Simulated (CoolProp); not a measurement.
A Linde-Hampson liquefier for ethane: isothermal reversible compression at 320 K from 1 atm to 5 MPa, throttling to 1 atm, return gas leaving the recuperator 10 K below the feed. Each further row changes one setting.

The numbers come from the reference Helmholtz-energy equation of state, Bücker 2006 in CoolProp.

```csv
case,liquid yield per pass,compression work (kJ/kg of gas)
as stated,(withheld),315
high pressure 10 MPa,(withheld),(withheld)
warm-end temperature 350 K,(withheld),(withheld)
warm-end gap 15 K,(withheld),315
```

### Question
Some entries are withheld; supply them.

### Answer

- as stated, liquid yield per pass: 0.154
- high pressure 10 MPa, liquid yield per pass: 0.418
- high pressure 10 MPa, compression work (kJ/kg of gas): 338
- warm-end temperature 350 K, liquid yield per pass: 0.089
- warm-end temperature 350 K, compression work (kJ/kg of gas): 354
- warm-end gap 15 K, liquid yield per pass: 0.142
